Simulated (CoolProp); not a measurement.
Computed with CoolProp (reference Helmholtz-energy equation of state, Jacobsen 1992).

For R11, give the phase and the density (kg/m³), Joule-Thomson coefficient (K/MPa), isothermal compressibility (1/MPa), expansivity (1/kK) at 29.85 °C and 0.101 MPa.


- 29.85 °C and 0.101 MPa: gas; density 5.70, Joule-Thomson coefficient 39.3, isothermal compressibility 10.3, expansivity 3.75
